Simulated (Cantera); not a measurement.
Feed: 1 mol Cu₂O, 7.3 mol CO, 1.6 mol H₂, at 1677 °C and 4.70 bar.

Method: chemical equilibrium by Gibbs-energy minimisation in Cantera with the NASA 1993 tables (ideal gas, pure condensed phases). Candidate condensed phases: C, C₆H₆, C₇H₈, C₈H₁₈, Cu, CuO, Cu(OH)₂, Cu₂O, H₂O; 113 gas species. Equilibrium is a limit: real reactors are often held back by kinetics, nucleation or transport.

Base state: CO 0.756, H₂ 0.131, CO₂ 0.0637, H₂O 0.0486, Cu 0.000569, H 0.000191 (mole fractions); condensed: Cu(l).

Task: What changes in the equilibrium state with this change: temperature from 1677 °C to 1152 °C?

Result: 
| species | before | after |
|---|---|---|
| CO | 0.756 | 0.742 |
| H₂ | 0.131 | 0.145 |
| CO₂ | 0.0637 | 0.0778 |
| H₂O | 0.0486 | 0.0346 |
| Cu | 0.000569 | 4.62e-7 |
| CH₄ | 5.41e-8 | 1.66e-5 |
| H | 0.000191 | 1.20e-6 |
| Cu(l), mol | 1.99 | 2.00 |

Task: What changes in the equilibrium state with this change: pressure from 4.70 bar to 1.33 mbar?

Result: 
```csv
species,before,after
CO,0.756,0.614
Cu,0.000569,0.182
H₂,0.131,0.102
H,0.000191,0.0100
H₂O,0.0486,0.0385
CO₂,0.0637,0.0524
O,6.97e-9,2.49e-5
OH,6.44e-6,0.000343
Cu₂,1.97e-6,5.76e-5
"Cu(l), mol",1.99,0
```
